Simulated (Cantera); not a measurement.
A perfectly stirred reactor is fed with H2 : O2 : N2 = 1 : 0.943 : 3.55 (molar parts), equivalence ratio 0.53, at 760 Torr; it is adiabatic with a 425 K inlet, and is followed from long to short residence time, starting on the burning branch (τ in s: 0.21, 0.07, 0.023, 0.0077, 0.0026, 0.00085, 0.00028, 9.5e-05, 3.2e-05, 1e-05).

Model: the H2/O2 subset of GRI-Mech 3.0, which has no nitrogen chemistry, integrated in Cantera.

### Question
What does this change do: H2 1 to 0.62 parts?

### Answer
| quantity | before | after |
|---|---|---|
| blow-out, bracketed by the residence times tried | burning at 32.0 µs, out at 10.0 µs | burning at 0.280 ms, out at 95.0 µs |
| x(H2) at τ = 0.210 s | 0.000128 | 9.30e-5 |
| x(O2) at τ = 0.210 s | 0.0884 | 0.132 |
| x(O) at τ = 0.210 s | 0.000107 | 3.92e-5 |
| x(H2O2) at τ = 0.210 s | 9.19e-8 | 3.09e-7 |
| x(HO2) at τ = 0.210 s | 1.40e-6 | 4.00e-6 |
| x(H2) at τ = 0.850 ms | 0.00411 | 0.00361 |
| x(O2) at τ = 0.850 ms | 0.0874 | 0.132 |
| x(O) at τ = 0.850 ms | 0.00332 | 0.00136 |
| x(H2O2) at τ = 0.850 ms | 8.28e-7 | 3.47e-6 |
| x(HO2) at τ = 0.850 ms | 2.33e-5 | 5.69e-5 |
